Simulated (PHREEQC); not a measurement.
Consider water at 70 °C with 0.11 mol NiCl2, 0.00019 mol NaOH and 0.0024 mol MnSO4 per kg of water. It is in equilibrium with CO2 at log p = -3.5 (atm). Otherwise closed; pH follows from the charge balance.

Equilibrium calculation in PHREEQC: ion-association model, wateq4f.dat.

```
Item                      Value
----------------  -------------
pH                         6.09
ionic strength    0.300 mol/kgw
total alkalinity   0.190 meq/kg
```

```json
[
 {"species": "Cl-", "molality": "0.201", "activity": "0.133", "log γ": "-0.181"},
 {"species": "Ni+2", "molality": "0.0936", "activity": "0.0241", "log γ": "-0.589"},
 {"species": "NiCl+", "molality": "0.0113", "activity": "0.00802", "log γ": "-0.147"},
 {"species": "NiCl2", "molality": "0.00360", "activity": "0.00386", "log γ": "0.030"},
 {"species": "Mn+2", "molality": "0.00195", "activity": "0.000511", "log γ": "-0.581"},
 {"species": "NiSO4", "molality": "0.00137", "activity": "0.00147", "log γ": "0.030"},
 {"species": "SO4-2", "molality": "0.000991", "activity": "0.000223", "log γ": "-0.648"},
 {"species": "MnCl+", "molality": "0.000398", "activity": "0.000276", "log γ": "-0.159"}
]
```

No solid was allowed to form. Species that the database lacks are ignored. At this temperature some constants are extrapolated from 25 °C, and those without enthalpy data are left unchanged.
